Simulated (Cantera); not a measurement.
Ignition delay

Mixture: CO : H2 : O2 : N2 = 1 : 0.059 : 0.913 : 3.43 (molar parts), equivalence ratio 0.58, at 18800 Torr, adiabatic and at constant volume. Ignition delay is the time to a rise of 400 K.

Detailed kinetics in Cantera: GRI-Mech 3.0 (53 species, 325 reactions). The hydrogen kinetics of GRI-Mech 3.0 are dated; newer H2 mechanisms differ, most at raised pressure. The pressure lies above the range GRI-Mech 3.0 was tuned for (to about 10 atm).

```tsv
T0 (K)	delay (ms)
975	7.91
1050	1.48
1125	0.352
1200	0.101
1275	0.0343
1350	0.0140
1425	0.00724
1500	0.00458
```

The apparent activation energy between 1350 and 1500 K is 130 kJ/mol.
